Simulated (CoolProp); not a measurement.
Vapour-liquid equilibrium of propylene (1) + isobutane (2) at -85.95 °C; x and y are mole fractions of (1).

Computed with CoolProp (multi-fluid Helmholtz-energy mixture model, Lemmon 2013 and Bücker 2006; pair parameters Bell 2016).

Give the bubble pressure and the first vapour's composition at x = 0.35, 0.55, 0.95. Is there an azeotrope?

x = 0.35: 0.004306 MPa, y = 0.759; x = 0.55: 0.005800 MPa, y = 0.876; x = 0.95: 0.01109 MPa, y = 0.997. No azeotrope shows between x = 0.05 and 0.95.

Pair parameters are fitted to limited data, so mixtures are less certain than the pure fluids. The gap from Raoult's law changes sign with composition, which may be real or a fault of the pair parameters; it wasn't checked against measurements.
